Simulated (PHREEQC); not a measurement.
A made-up water analysis in mg/L, 55 °C, pH 6.57, pe 0.2: Na 0.0108; K 0.000187; Ca 0.146; Mg 0.000146; Cl 0.0682; S(6) as SO4 0.00415; Alkalinity as HCO3 0.0579; Ba 6.61e-05; Br 2.5e-05; B 4.84e-06; Li 5.78e-05; N(-3) as NH4 0.000395.

Valence states are taken as typed.

All values are PHREEQC results (ion-association model, phreeqc.dat), not measurements.

```json
{
 "ionic_strength": "9.34e-6 mol/kgw",
 "charge_balance_error": "42.9 %"
}
```

```csv
species,molality,activity,log γ
Ca+2,3.64e-6,3.59e-6,-0.007
Cl-,1.92e-6,1.92e-6,-0.002
HCO3-,9.45e-7,9.42e-7,-0.002
CO2,4.90e-7,4.90e-7,0.000
Na+,4.70e-7,4.68e-7,-0.002
OH-,2.73e-7,2.72e-7,-0.002
H+,2.70e-7,2.69e-7,-0.002
SO4-2,4.32e-8,4.25e-8,-0.007
NH4+,2.16e-8,2.15e-8,-0.002
Li+,8.33e-9,8.30e-9,-0.002
Mg+2,6.00e-9,5.91e-9,-0.007
```

No solid was allowed to form. At this temperature some constants are extrapolated from 25 °C, and those without enthalpy data are left unchanged.
